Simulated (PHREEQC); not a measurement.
# Arsenic or selenium liquor: speciation

A solution holds 0.049 mol H2SeO3 and 3.1e-05 mol NaHCO3 per kg of water, at 25 °C. Closed to the air; pH follows from the charge balance.

Computed with PHREEQC (ion-association model, wateq4f.dat).

Precipitation was switched off in this run.

### Question
Predict the pH.

### Answer
pH 2.07.

### Question
In which forms is Se present?

### Answer
H2SeO3 81 %, HSeO3- 19 % of the Se.

Species that the database lacks are ignored.
